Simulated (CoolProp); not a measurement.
Nitrous oxide along the isotherm 500 K: density (kg/m³) from the reference equation and from simpler models built on Tc = 309.5 K, pc = 7245 kPa, ω = 0.161; each cubic takes its own stable root.

Values from CoolProp's reference Helmholtz-energy equation of state, Lemmon 2006. It is a short technical equation, of lower accuracy than the large ones.

```json
[
 {"p (kPa)": "3570", "phase": "gas", "reference": "38.95"},
 {"p (kPa)": "7140", "phase": "gas", "reference": "80.15"},
 {"p (kPa)": "10700", "phase": "supercritical", "reference": "123.3"},
 {"p (kPa)": "14300", "phase": "supercritical", "reference": "168.7"},
 {"p (kPa)": "17900", "phase": "supercritical", "reference": "215.0"},
 {"p (kPa)": "21400", "phase": "supercritical", "reference": "260.1"},
 {"p (kPa)": "25000", "phase": "supercritical", "reference": "305.6"},
 {"p (kPa)": "28600", "phase": "supercritical", "reference": "349.1"},
 {"p (kPa)": "32100", "phase": "supercritical", "reference": "388.8"},
 {"p (kPa)": "35700", "phase": "supercritical", "reference": "426.8"},
 {"p (kPa)": "39300", "phase": "supercritical", "reference": "461.6"},
 {"p (kPa)": "42900", "phase": "supercritical", "reference": "493.5"},
 {"p (kPa)": "46400", "phase": "supercritical", "reference": "521.8"},
 {"p (kPa)": "50000", "phase": "supercritical", "reference": "548.5"}
]
```

Question: How far does each simpler model (van der Waals, Redlich-Kwong, Soave-Redlich-Kwong, Peng-Robinson) lie from the reference over these 14 states: mean and median of the absolute difference, and the worst?

Answer: 
- van der Waals: mean 4.4 %, median 4.5 %, worst +8.5 % at 500 K and 21400 kPa
- Redlich-Kwong: mean 1.4 %, median 1.4 %, worst +2.3 % at 500 K and 17900 kPa
- Soave-Redlich-Kwong: mean 5.2 %, median 6.4 %, worst -7.4 % at 500 K and 39300 kPa
- Peng-Robinson: mean 1.0 %, median 0.9 %, worst -1.8 % at 500 K and 32100 kPa
